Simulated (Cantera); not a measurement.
Predominance diagram of Ca at 650 K against the partial pressures of O₂ and F₂ (log10, bar). Standard-state values (1 bar) from the NASA 1993 polynomials, evaluated with Cantera. Candidates: Ca(s), CaF₂(s), CaO(s). Only these pure phases compete in this equilibrium. Not in the tables: oxide halides.

```
log p(F₂) \ log p(O₂)
        columns: -25, -23.9, -22.7, -21.6, -20.5, -19.3, -18.2, -17, -15.9, -14.8, -13.6, -12.5, -11.4, -10.2, -9.1, -8, -6.8, -5.7, -4.5, -3.4, -2.3, -1.1, 0
      0  A A A A A A A A A A A A A A A A A A A A A A A
   -4.8  A A A A A A A A A A A A A A A A A A A A A A A
   -9.5  A A A A A A A A A A A A A A A A A A A A A A A
  -14.3  A A A A A A A A A A A A A A A A A A A A A A A
  -19.1  A A A A A A A A A A A A A A A A A A A A A A A
  -23.8  A A A A A A A A A A A A A A A A A A A A A A A
  -28.6  A A A A A A A A A A A A A A A A A A A A A A A
  -33.4  A A A A A A A A A A A A A A A A A A A A A A A
  -38.2  A A A A A A A A A A A A A A A A A A A A A A A
  -42.9  A A A A A A A A A A A A A A A A A A A A A A A
  -47.7  A A A A A A A A A A A A A A A A B B B B B B B
  -52.5  A A A A A A A B B B B B B B B B B B B B B B B
  -57.2  B B B B B B B B B B B B B B B B B B B B B B B
    -62  B B B B B B B B B B B B B B B B B B B B B B B
```

A: CaF₂(s); B: CaO(s).
